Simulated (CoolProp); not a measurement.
The numbers come from the reference Helmholtz-energy equation of state, Polt 1992 in CoolProp. This equation is an older, rougher fit.

### Question
For cyclopropane, give the phase and the cv (kJ/(kg K)), speed of sound (m/s) at 473 K and 9.34 bar; 473 K and 12.5 bar.

### Answer
- 473 K and 9.34 bar: gas; cv 1.97, speed of sound 311
- 473 K and 12.5 bar: gas; cv 1.98, speed of sound 308
